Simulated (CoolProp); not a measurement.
A simple Rankine cycle with R1336mzz(E): condensing at 327.15 K, boiler at 2.12 MPa, turbine inlet 405 K, turbine efficiency 0.8, pump efficiency 0.6, no recuperator. Each further row changes one setting.

Values from CoolProp's reference Helmholtz-energy equation of state, Akasaka 2023.

```tsv
case	thermal efficiency (%)	net work (kJ/kg)	heat in (kJ/kg)	turbine exit temperature (K)	volume ratio over the turbine
as stated	9.1	15.8	174	360.7	5.37
condensing temperature 319.15 K	10.2	18.7	184	355.7	6.82
boiler pressure 1.48 MPa	7.4	13.7	186	375.7	3.32
turbine efficiency 0.7	7.8	13.5	174	363.1	5.42
```
